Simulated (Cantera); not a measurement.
Cantera run, input and output.

```python
import numpy as np
import cantera as ct

gas = ct.Solution("gri30.yaml")
gas.TPX = 1273, 100000, {'CH3OH': 1, 'O2': 1.15, 'N2': 4.34}
reactor = ct.IdealGasConstPressureReactor(gas, energy="on", clone=False)
net = ct.ReactorNet([reactor])
net.rtol, net.atol = 1e-08, 1e-16
show = ['CH3OH', 'O2', 'NO', 'H2', 'H2O2', 'HO2', 'CH3']
times = np.geomspace(4e-06, 2, 13)

steps = ct.SolutionArray(gas, extra=["t"])
rows = []
print(f"{'t/s':>10s}{'T/K':>9s}{'P/Pa':>11s}" + "".join(f"{s:>11s}" for s in show))
for t in times:
    while net.time < t:
        t_next = net.step()
        steps.append(gas.state, t=t_next)
    rows.append([np.interp(t, steps.t, y) for y in (steps.T, steps.P, *steps(*show).X.T)])
    print(f"{t:10.3e}{rows[-1][0]:9.1f}{rows[-1][1]:11.4g}" + "".join(f"{x:11.3e}" for x in rows[-1][2:]))
rate = np.gradient(steps.T, steps.t)
print("integrator steps:", len(steps.t))
if steps.T.max() > steps.T[0] + 200:
    print(f"time of steepest temperature rise: {steps.t[rate.argmax()]:.4e} s")
gas.TPX = 1273, 100000, {'CH3OH': 1, 'O2': 1.15, 'N2': 4.34}
gas.equilibrate("HP")
print(f"equilibrium (HP): T = {gas.T:.1f} K  " + "  ".join(f"{s} {gas[s].X[0]:.3e}" for s in show))
```

Output:

```
       t/s      T/K       P/Pa      CH3OH         O2         NO         H2       H2O2        HO2        CH3
 4.000e-06   1273.0      1e+05  1.541e-01  1.772e-01  5.279e-19  1.469e-07  2.029e-12  2.118e-07  7.725e-08
 1.194e-05   1273.0      1e+05  1.541e-01  1.772e-01  1.953e-18  4.748e-07  6.899e-11  7.116e-07  1.890e-07
 3.564e-05   1273.0      1e+05  1.541e-01  1.772e-01  6.511e-18  1.508e-06  2.172e-09  2.392e-06  3.383e-07
 1.064e-04   1273.0      1e+05  1.541e-01  1.772e-01  2.101e-17  4.809e-06  5.803e-08  7.748e-06  3.821e-07
 3.175e-04   1273.0      1e+05  1.540e-01  1.772e-01  7.206e-17  1.666e-05  9.906e-07  2.273e-05  3.484e-07
 9.476e-04   1273.2      1e+05  1.538e-01  1.770e-01  4.999e-16  9.675e-05  1.071e-05  6.355e-05  2.804e-07
 2.828e-03   1353.5      1e+05  1.195e-01  1.564e-01  6.328e-13  1.165e-02  2.539e-03  1.413e-03  3.442e-07
 8.442e-03   2638.6      1e+05  1.261e-15  4.320e-03  2.812e-03  3.773e-02  1.348e-07  1.617e-06  1.201e-13
 2.520e-02   2636.3      1e+05  1.280e-15  4.193e-03  3.504e-03  3.791e-02  1.321e-07  1.573e-06  1.217e-13
 7.521e-02   2636.3      1e+05  1.280e-15  4.193e-03  3.506e-03  3.791e-02  1.321e-07  1.573e-06  1.218e-13
 2.245e-01   2636.3      1e+05  1.280e-15  4.193e-03  3.506e-03  3.791e-02  1.321e-07  1.573e-06  1.218e-13
 6.701e-01   2636.3      1e+05  1.280e-15  4.193e-03  3.506e-03  3.791e-02  1.321e-07  1.573e-06  1.218e-13
 2.000e+00   2636.3      1e+05  1.280e-15  4.193e-03  3.506e-03  3.791e-02  1.321e-07  1.573e-06  1.218e-13
integrator steps: 2085
time of steepest temperature rise: 2.9381e-03 s
equilibrium (HP): T = 2636.3 K  CH3OH 1.323e-15  O2 4.193e-03  NO 3.506e-03  H2 3.791e-02  H2O2 1.321e-07  HO2 1.573e-06  CH3 1.491e-13
```

Computed with Cantera and GRI-Mech 3.0 (53 species, 325 reactions). GRI-Mech 3.0 was tuned for natural gas; its chemistry of methanol as a main component is partial and can be far from experiment.
